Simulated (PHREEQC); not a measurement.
Consider water at 25 °C with 0.27 mol/kgw NiSO4, 0.048 mol/kgw CuCl2, 0.0037 mol/kgw H2SO4 and 0.00011 mol/kgw NaCl. Closed to the air; pH follows from the charge balance.

Model: ion-association model, wateq4f.dat, run in PHREEQC.

This is a speciation only: nothing precipitates in the calculation.

Order these S species by the share of S that they hold, largest first: NiSO4, CuSO4, HSO4-, SO4-2, Ni(SO4)2-2.

NiSO4 (50 %), SO4-2 (40 %), CuSO4 (8.1 %), HSO4- (1.9 %), Ni(SO4)2-2 (0.44 %)

The pH is 2.78 and the ionic strength 0.571 mol/kgw.
